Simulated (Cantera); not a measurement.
Feed: 1 mol SiCl₄, 1600 mol H₂, equilibrated at 1350 K and 3.30 Torr.

Cantera equilibrium calculation (NASA polynomials, part measured and part estimated; ideal gas, pure solids and liquids). Candidate condensed phases: Si; 19 gas species. Rates play no part.

Base state: H₂ 0.997, HCl 0.00246, H 3.59e-5, SiCl₂ 1.71e-5 (mole fractions); condensed: Si(s).

**Question.** What changes in the equilibrium state with this change: H₂ from 1600 to 110 mol?

**Answer.** 
| species | before | after |
|---|---|---|
| H₂ | 0.997 | 0.967 |
| HCl | 0.00246 | 0.0302 |
| SiCl₂ | 1.71e-5 | 0.00266 |
| SiCl₃ | 2.04e-8 | 3.97e-5 |
| H | 3.59e-5 | 3.53e-5 |
| Si(s), mol | 0.972 | 0.697 |
The tables' values for SiCl₃ are old estimates; treat these amounts as uncertain.

**Question.** What changes in the equilibrium state with this change: H₂ from 1600 to 22 mol?

**Answer.** 
```json
[
 {"species": "H₂", "before": "0.997", "after": "0.869"},
 {"species": "HCl", "before": "0.00246", "after": "0.0979"},
 {"species": "SiCl₂", "before": "1.71e-5", "after": "0.0310"},
 {"species": "SiCl₄", "before": "<1e-9", "after": "0.000402"},
 {"species": "SiCl₃", "before": "2.04e-8", "after": "0.00158"},
 {"species": "SiHCl₃", "before": "2.83e-9", "after": "0.000204"},
 {"species": "SiH₂Cl₂", "before": "9.58e-9", "after": "1.51e-5"},
 {"species": "Si(s), mol", "before": "0.972", "after": "0.204"}
]
```
The tables' values for SiCl₃ are old estimates; treat these amounts as uncertain.
